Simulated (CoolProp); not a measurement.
C3F8 (R218) at 293.15 K and 2.63 MPa flows at 0.29 m/s in a round tube of 100 mm bore and 1.5 µm roughness, fully developed (64/Re and Nu = 3.66 if laminar; Colebrook and Gnielinski if turbulent). Each further row changes one setting.

Computed with CoolProp (reference Helmholtz-energy equation of state, Lemmon 2006). It is a short technical equation, of lower accuracy than the large ones.

```tsv
case	Reynolds number	Darcy friction factor	pressure drop (Pa/m)	heat-transfer coefficient (W/(m² K))	mass flow (kg/h)
as stated	205000	(withheld)	9.09	442	11300
velocity 0.58 m/s	410000	0.0138	32.1	(withheld)	22600
diameter 200 mm	410000	(withheld)	(withheld)	400	45200
```

Q: Complete the blanks.

A: 
- as stated, Darcy friction factor: 0.0157
- velocity 0.58 m/s, heat-transfer coefficient (W/(m² K)): 805
- diameter 200 mm, Darcy friction factor: 0.0137
- diameter 200 mm, pressure drop (Pa/m): 3.98

Viscosity comes from a separate model (Huber 2003), an estimate that may be off by 10 % or more. Thermal conductivity comes from a separate model (Huber 2003), an estimate that may be off by 10 % or more.
